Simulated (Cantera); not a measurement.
## Thermodynamics of nitride etching, feed AlN + H₂

Charge: 1 mol AlN, 2.6 mol H₂, held at 0.133 bar.

Method: chemical equilibrium by Gibbs-energy minimisation in Cantera with the NASA 1993 tables (ideal gas, pure condensed phases). Candidate condensed phases: Al, AlN; 13 gas species. Equilibrium is a limit: real reactors are often held back by kinetics, nucleation or transport.

| T (K) | x H₂ | x H | x Al | x N₂ | x AlH | n AlN(s) |
|---|---|---|---|---|---|---|
| 1173 | 1.00 | 3.23e-7 | 1.04e-10 | 5.82e-11 | 2.33e-10 | 1.00 |
| 1273 | 1.000 | 1.95e-6 | 2.71e-9 | 2.58e-9 | 3.39e-9 | 1.00 |
| 1373 | 1.000 | 9.12e-6 | 5.28e-8 | 4.50e-8 | 3.99e-8 | 1.00 |
| 1473 | 1.000 | 3.46e-5 | 6.94e-7 | 5.14e-7 | 3.40e-7 | 1.000 |
| 1573 | 1.000 | 0.000111 | 6.51e-6 | 4.34e-6 | 2.19e-6 | 1.000 |
| 1673 | 1.000 | 0.000312 | 4.63e-5 | 2.87e-5 | 1.11e-5 | 1.000 |
| 1773 | 0.999 | 0.000779 | 0.000261 | 0.000154 | 4.67e-5 | 0.999 |
| 1873 | 0.996 | 0.00176 | 0.00122 | 0.000693 | 0.000167 | 0.996 |
x: gas mole fraction; n: condensed amount in mol.

From 1173 K to 1873 K the condensed part is AlN(s).
